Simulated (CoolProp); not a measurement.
Vapour-liquid equilibrium of hydrogen sulfide (1) + n-hexane (2) at 287.4 K; x and y are mole fractions of (1).

The numbers come from the multi-fluid Helmholtz-energy mixture model, Lemmon 2006 and Thol 2019; pair parameters Kunz 2012 in CoolProp.

```csv
x,bubble pressure (MPa),y at the bubble point,dew pressure at overall composition x (MPa),liquid density (mol/L)
0.05,0.1353,___,0.01304,7.703
0.2,0.4889,0.975,0.01550,8.073
0.35,0.7411,0.984,0.01910,8.965
0.5,0.9177,0.988,0.02484,10.44
0.65,1.074,0.991,0.03547,12.70
0.8,1.246,0.994,___,16.14
0.95,1.452,___,0.2463,21.30
```

Problem. What belongs in the gaps?

Solution. 
- 0.05, y at the bubble point: 0.909
- 0.8, dew pressure at overall composition x (MPa): 0.06200
- 0.95, y at the bubble point: 0.998

No azeotrope shows between x = 0.05 and 0.95.

The pair parameters rest on a limited set of measurements; away from them the model extrapolates. The gap from Raoult's law changes sign with composition, which may be real or a fault of the pair parameters; it wasn't checked against measurements. With so large a gap from Raoult's law the liquid may split in two, which this calculation doesn't test in full.
